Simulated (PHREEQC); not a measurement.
**Buffer (model solution)**

A solution holds 3.9 mmol/kgw HF and 5.3 mmol/kgw NH3, at 25 °C. Closed to the air; pH follows from the charge balance.

Model: ion-association model, phreeqc.dat, run in PHREEQC.

No solid was allowed to form.

Problem. Estimate the pH, ionic strength, specific conductance.

Solution. pH 8.83; ionic strength 0.00391 mol/kgw; specific conductance 482 µS/cm.

Problem. In which forms is N present?

Solution. NH4+ 74 %, NH3 26 % of the N.
